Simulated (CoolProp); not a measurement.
Properties of decamethyltetrasiloxane (MD2M) at several states (Tc = 326.2 °C, pc = 11.44 bar, ω = 0.635).

The numbers come from the reference Helmholtz-energy equation of state, Thol 2017 in CoolProp.

| T (°C) | p (bar) | phase | Z | cv (kJ/(kg K)) | Joule-Thomson coefficient (K/MPa) | fugacity coefficient |
|---|---|---|---|---|---|---|
| 253.25 | 0.442 | gas | 0.9799 | 1.884 | 11.99 | 0.9802 |
| 161.45 | 21.6 | liquid | 0.2597 | 1.766 | -0.2396 | 0.02423 |
| 129.35 | 3.34 | liquid | 0.04172 | 1.697 | -0.2882 | 0.04539 |
| 66.05 | 0.271 | liquid | 0.003696 | 1.543 | -0.3925 | 0.03101 |
